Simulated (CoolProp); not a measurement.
Vapour-liquid equilibrium of fluoroethane (R161) (1) + R1234yf (2) at 0.0217 MPa; x and y are mole fractions of (1).

Model: multi-fluid Helmholtz-energy mixture model, Wu 2012 and Lemmon 2022; pair parameters Bell 2016, in CoolProp.

```csv
x,bubble temperature (K),y at the bubble point,dew temperature at overall composition x (K),liquid density (mol/L)
0.05,213.0,0.085,213.3,12.01
0.15,211.9,0.233,212.5,12.47
0.25,210.9,0.359,211.8,12.96
0.35,210.0,0.468,211.0,13.48
0.45,209.3,0.564,210.2,14.03
0.55,208.6,0.650,209.4,14.61
0.65,208.1,0.729,208.6,15.24
0.75,207.6,0.805,208.0,15.91
0.85,207.2,0.881,207.4,16.64
0.95,206.9,0.959,206.9,17.42
```

No azeotrope shows between x = 0.05 and 0.95.

Pair parameters are fitted to limited data, so mixtures are less certain than the pure fluids.
